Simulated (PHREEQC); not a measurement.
Dissolve 0.0063 mol/kgw FeCl3, 0.013 mol/kgw ZnCl2, 0.059 mol/kgw H2SO4 and 0.032 mol/kgw NaCl at 15 °C. Closed to the air; pH follows from the charge balance.

Equilibrium calculation in PHREEQC: ion-association model, wateq4f.dat.

This is a speciation only: nothing precipitates in the calculation.

**Question.** Predict the pH, ionic strength.

**Answer.** pH 1.18; ionic strength 0.169 mol/kgw.

**Question.** In which forms is S present?

**Answer.** HSO4- 57 %, SO4-2 25 %, FeSO4+ 6.2 %, ZnSO4 5.3 %, FeHSO4+2 2.6 %, Zn(SO4)2-2 1.4 % of the S.

Saturation is exceeded, for instance for Hematite (slow to form); the values hold only as long as no solid forms. Complexes and solids missing from the database can't appear.
